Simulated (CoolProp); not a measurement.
Saturation properties of R114.

Values from CoolProp's reference Helmholtz-energy equation of state, Platzer 1990. This equation is an older, rougher fit; its heat capacities, sound speeds and derivatives of the liquid may be far off and weren't checked against measurements.

```json
[
 {"T (°C)": "49.65", "p (bar)": "4.427", "liquid density (kg/m³)": "1375", "vapour density (kg/m³)": "31.95", "surface tension (mN/m)": "8.21"},
 {"T (°C)": "57.05", "p (bar)": "5.378", "liquid density (kg/m³)": "1349", "vapour density (kg/m³)": "38.75", "surface tension (mN/m)": "7.43"},
 {"T (°C)": "64.55", "p (bar)": "6.489", "liquid density (kg/m³)": "1322", "vapour density (kg/m³)": "46.82", "surface tension (mN/m)": "6.64"},
 {"T (°C)": "71.95", "p (bar)": "7.745", "liquid density (kg/m³)": "1294", "vapour density (kg/m³)": "56.15", "surface tension (mN/m)": "5.89"},
 {"T (°C)": "79.45", "p (bar)": "9.193", "liquid density (kg/m³)": "1264", "vapour density (kg/m³)": "67.25", "surface tension (mN/m)": "5.15"},
 {"T (°C)": "86.95", "p (bar)": "10.83", "liquid density (kg/m³)": "1232", "vapour density (kg/m³)": "80.31", "surface tension (mN/m)": "4.43"},
 {"T (°C)": "94.35", "p (bar)": "12.66", "liquid density (kg/m³)": "1198", "vapour density (kg/m³)": "95.56", "surface tension (mN/m)": "3.74"},
 {"T (°C)": "101.85", "p (bar)": "14.73", "liquid density (kg/m³)": "1161", "vapour density (kg/m³)": "114.0", "surface tension (mN/m)": "3.06"},
 {"T (°C)": "109.25", "p (bar)": "17.01", "liquid density (kg/m³)": "1120", "vapour density (kg/m³)": "136.0", "surface tension (mN/m)": "2.43"},
 {"T (°C)": "116.75", "p (bar)": "19.59", "liquid density (kg/m³)": "1074", "vapour density (kg/m³)": "163.4", "surface tension (mN/m)": "1.82"},
 {"T (°C)": "124.25", "p (bar)": "22.46", "liquid density (kg/m³)": "1020", "vapour density (kg/m³)": "198.5", "surface tension (mN/m)": "1.24"},
 {"T (°C)": "131.65", "p (bar)": "25.60", "liquid density (kg/m³)": "954.6", "vapour density (kg/m³)": "244.9", "surface tension (mN/m)": "0.731"},
 {"T (°C)": "139.15", "p (bar)": "29.14", "liquid density (kg/m³)": "862.9", "vapour density (kg/m³)": "315.7", "surface tension (mN/m)": "0.279"}
]
```

It boils at 3.6 °C under 1 atm.

Surface tension comes from a separate correlation (Mulero 2012).
